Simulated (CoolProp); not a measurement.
Vapour-liquid equilibrium of propane (1) + R134a (2) at 253.1 K; x and y are mole fractions of (1).

The numbers come from the multi-fluid Helmholtz-energy mixture model, Lemmon 2009 and Tillner-Roth 1994; pair parameters Bell 2016 in CoolProp.

```tsv
x	bubble pressure, mixture model (bar)	bubble pressure, Raoult's law (bar)	y, mixture model	y, Raoult's law
0.05	1.888	1.380	0.317	0.088
0.2	2.712	1.548	0.561	0.315
0.35	2.943	1.715	0.616	0.498
0.5	3.006	1.883	0.638	0.648
0.65	3.027	2.050	0.660	0.774
0.8	2.986	2.218	0.713	0.881
0.95	2.684	2.385	0.874	0.972
```

The largest gap from Raoult's law is +75.2 % in bubble pressure, at x = 0.2. y crosses x between x = 0.65 and 0.8: the model has an azeotrope there.

The pair parameters rest on a limited set of measurements; away from them the model extrapolates. With so large a gap from Raoult's law the liquid may split in two, which this calculation doesn't test in full.
